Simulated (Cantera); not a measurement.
Equilibrium for silicon nitride deposition: SiH4 + N2

A closed system holds: 1 mol SiH4, 0.36 mol N2, at 500 Pa.

Cantera equilibrium calculation (NASA polynomials, part measured and part estimated; ideal gas, pure solids and liquids). Candidate condensed phases: Si, Si3N4; 18 gas species. N2 is the only nitrogen source here; it is nearly inert below about 1500 K, so the nitride shown seldom forms there in practice. Mutual solubility and eutectic melting of coexisting phases are not modelled. The tables' values for SiN are old estimates; treat these amounts as uncertain. Gases not in the tables: Si2H6 and higher silanes. Rates play no part.

From 650 °C to 1350 °C the condensed part is Si(s) + Si3N4(s). From 1450 °C to 1650 °C the condensed part is Si(l).

```tsv
T (°C)	log p H2	log p N2	log p H	log p Si	log p SiH	log p SiH2	n Si(s)	n Si3N4(s)	n Si(l)
650	-2.30	-12.41	-10.76	<-14	<-14	-13.38	0.460	0.180	0
750	-2.30	-10.35	-9.53	<-14	<-14	-12.05	0.460	0.180	0
850	-2.30	-8.65	-8.52	-13.19	-12.94	-10.95	0.460	0.180	0
950	-2.30	-7.24	-7.67	-11.49	-11.53	-10.03	0.460	0.180	0
1050	-2.30	-6.04	-6.95	-10.05	-10.34	-9.25	0.461	0.180	0
1150	-2.30	-5.02	-6.33	-8.82	-9.32	-8.58	0.466	0.178	0
1250	-2.31	-4.13	-5.79	-7.74	-8.43	-8.01	0.505	0.165	0
1350	-2.34	-3.35	-5.33	-6.81	-7.67	-7.53	0.751	0.0829	0
1450	-2.37	-3.12	-4.93	-6.01	-7.04	-7.14	0	0	0.999
1550	-2.38	-3.12	-4.55	-5.35	-6.51	-6.83	0	0	0.998
1650	-2.38	-3.12	-4.22	-4.77	-6.05	-6.55	0	0	0.991
```
log p: log10 of the partial pressure in bar; n: condensed amount in mol.
